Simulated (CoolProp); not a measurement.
A Linde-Hampson liquefier for ethane: isothermal reversible compression at 320 K from 1 atm to 5 MPa, throttling to 1 atm, return gas leaving the recuperator 2 K below the feed. Each further row changes one setting.

Computed with CoolProp (reference Helmholtz-energy equation of state, Bücker 2006).

```csv
case,liquid yield per pass,compression work (kJ/kg of gas)
as stated,0.171,315
high pressure 10 MPa,0.430,338
warm-end temperature 350 K,0.108,354
warm-end gap 7 K,0.160,315
```
